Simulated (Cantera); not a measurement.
Input: 1 mol SiC, 0.045 mol Si, 0.091 mol H2, equilibrated at 1575 K and 0.100 bar.

Cantera equilibrium calculation (NASA polynomials, part measured and part estimated; ideal gas, pure solids and liquids). Candidate condensed phases: C, C6H6, C7H8, C8H18, Si, SiC; 87 gas species. Mutual solubility and eutectic melting of coexisting phases are not modelled. The numbers say what is thermodynamically allowed, not how fast it happens.

Base state: H2 1.000, H 0.000131 (mole fractions); condensed: Si(s) + SiC(s).

Q: What changes in the equilibrium state with this change: pressure from 0.100 bar to 20.0 Pa?

A: 
| species | before | after |
|---|---|---|
| H2 | 1.000 | 0.997 |
| H | 0.000131 | 0.00293 |
| Si | 5.74e-7 | 0.000287 |
| Si(s), mol | 0.0450 | 0.0450 |
| SiC(s), mol | 1.00 | 1.00 |

Q: What changes in the equilibrium state with this change: temperature from 1575 K to 2098 K?

A: 
```json
[
 {"species": "H2", "before": "1.000", "after": "0.989"},
 {"species": "H", "before": "0.000131", "after": "0.00968"},
 {"species": "Si", "before": "5.74e-7", "after": "0.00131"},
 {"species": "Si2C", "before": "1.53e-9", "after": "5.30e-5"},
 {"species": "Si2", "before": "1.22e-9", "after": "1.69e-5"},
 {"species": "Si(s), mol", "before": "0.0450", "after": "0"},
 {"species": "SiC(s), mol", "before": "1.00", "after": "1.000"},
 {"species": "Si(l), mol", "before": "0", "after": "0.0448"}
]
```
Gases not in the tables: Si2H6 and higher silanes.
